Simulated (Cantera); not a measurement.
**Premixed flame**

A freely propagating, adiabatic, planar premixed flame of 3.00 % C₃H₈, 16.2 % O₂, 80.8 % N₂, unburnt at 575 K and 3.40 bar; mixture-averaged transport, grid criteria slope 0.08 and curve 0.16, no radiation.

Detailed kinetics in Cantera: GRI-Mech 3.0 (53 species, 325 reactions). GRI-Mech 3.0 was tuned for natural gas; its chemistry of propane as a main component is partial and can be far from experiment. Burning velocities carry a grid error of a few per cent, more on coarse grids.

```
z (mm)   T (K)  u (m/s)    x C₃H₈    x O₂      x CO     x NO     x CH₄    x HCO
-------  -----  -------  --------  ------  --------  -------  --------  -------
-0.447     575    0.620    0.0300   0.162   9.32e-6    <1e-8   1.28e-6    <1e-8
-0.298     578    0.623    0.0300   0.161   8.46e-5    <1e-8   1.03e-5    <1e-8
-0.223     587    0.634    0.0299   0.160  0.000373  1.77e-8   4.08e-5    <1e-8
-0.149     639    0.694    0.0294   0.155   0.00215  1.22e-7  0.000205    <1e-8
-0.0744    932     1.03    0.0225   0.127    0.0134  1.32e-6   0.00107  1.45e-7
-0.0372   1271     1.43   0.00934  0.0927    0.0279  3.45e-6   0.00190  6.26e-6
0         1628     1.86  0.000297  0.0544    0.0420  7.03e-6   0.00121  3.33e-5
0.0372    1791     2.04   1.39e-7  0.0339    0.0374  1.19e-5  0.000129  6.28e-6
0.0744    1860     2.11     <1e-8  0.0264    0.0282  1.57e-5   6.13e-6  3.73e-7
0.149     1942     2.19     <1e-8  0.0211    0.0186  2.03e-5   1.50e-8  4.50e-8
0.298     2022     2.27     <1e-8  0.0173    0.0124  2.58e-5     <1e-8  1.51e-8
0.595     2084     2.33     <1e-8  0.0145   0.00818  3.21e-5     <1e-8    <1e-8
1.19      2123     2.37     <1e-8  0.0126   0.00499  3.91e-5     <1e-8    <1e-8
```
x: mole fraction of selected species; z is measured from the peak of heat release.

```yaml
laminar_burning_velocity: 61.9 cm/s
thermal_thickness: 0.149 mm
peak x(CO): 0.0426
peak x(CH₄): 0.00198
peak x(HCO): 3.37e-5
grid_points: 140
```
